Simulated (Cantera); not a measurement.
Charge: 1 mol Cu2O, 3.4 mol C, 7.3 mol H2, held at 7.80 bar.

Method: chemical equilibrium by Gibbs-energy minimisation in Cantera with the NASA 1993 tables (ideal gas, pure condensed phases). Candidate condensed phases: C, C6H6, C7H8, C8H18, Cu, CuO, Cu(OH)2, Cu2O, H2O; 113 gas species. Kinetics and transport are ignored. All values below are at 2023 K.

Base state: H2 0.875, CO 0.121, CH4 0.00239, C2H2 (acetylene) 0.000781, Cu 0.000682, H 0.000636, H2O 8.81e-5, CH3 3.42e-5 (mole fractions); condensed: C(graphite) + Cu(l).

What changes in the equilibrium state with this change: C from 3.4 to 0.31 mol?


| species | before | after |
|---|---|---|
| H2 | 0.875 | 0.868 |
| H2O | 8.81e-5 | 0.0897 |
| CO | 0.121 | 0.0398 |
| Cu | 0.000682 | 0.000682 |
| C2H2 (acetylene) | 0.000781 | <1e-9 |
| C2H4 | 3.16e-5 | <1e-9 |
| C(graphite), mol | 2.37 | 0 |
| Cu(l), mol | 1.99 | 1.99 |
